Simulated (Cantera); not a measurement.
A closed system holds: 1 mol CCl₄, 0.67 mol HCl, 4.1 mol H₂, 0.017 mol F₂, equilibrated at 2123.15 K and 1000 Pa.

These are equilibrium values from Cantera (NASA tables, ideal gas, pure condensed phases), not measurements of a reactor. Candidate condensed phases: C, C₆H₆, C₇H₈, C₈H₁₈; 118 gas species. The numbers say what is thermodynamically allowed, not how fast it happens.

### Question
What is the equilibrium state?

### Answer
- x(HCl): 0.640
- x(H₂): 0.304
- x(Cl): 0.0306
- x(H): 0.0198
- x(HF): 0.00488
- x(C₂H₂ (acetylene)): 0.000504
- x(Cl₂): 7.07e-6
- x(C₂HCl): 5.92e-6
- n(C(graphite)): 0.993 mol
- gas amount: 6.962 mol
